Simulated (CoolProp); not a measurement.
The fluid at 298.15 K and 0.0258 MPa is throttled through a valve to 0.00956 MPa with no heat exchange. The same conditions are run with several fluids, on thermodynamics alone (safety and materials aside).

Model: reference Helmholtz-energy equation of state of each fluid (R11: Jacobsen 1992; R507A: Lemmon 2003; R407C: Lemmon 2003; hydrogen sulfide: Lemmon 2006; R141b: Lemmon 2006), in CoolProp. Blends and air are pseudo-pure fits.

```
fluid             temperature change (K)  final density (kg/m³)
----------------  ----------------------  ---------------------
R11                                    ?                      ?
R507A                               -0.3                  0.382
R407C                               -0.3                  0.333
hydrogen sulfide                    -0.3                      ?
R141b                                  ?                  0.454
```

**Question.** Fill in the missing entries.

**Answer.** 
- R11, temperature change (K): -0.6
- R11, final density (kg/m³): 0.533
- hydrogen sulfide, final density (kg/m³): 0.132
- R141b, temperature change (K): -0.7
